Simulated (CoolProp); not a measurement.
Computed with CoolProp (reference Helmholtz-energy equation of state, Thol 2014).

Question: Give the vapour pressure (bar), enthalpy of vaporisation (kJ/kg), liquid cp (kJ/(kg K)) of saturated diethyl ether at 49.15, 124.65, 149.85 °C.

Answer: 
```
T (°C)  p (bar)  enthalpy of vaporisation (kJ/kg)  liquid cp (kJ/(kg K))
------  -------  --------------------------------  ---------------------
49.15      1.66                               345                   2.42
124.65     11.1                               258                   2.84
149.85     17.8                               214                   3.13
```
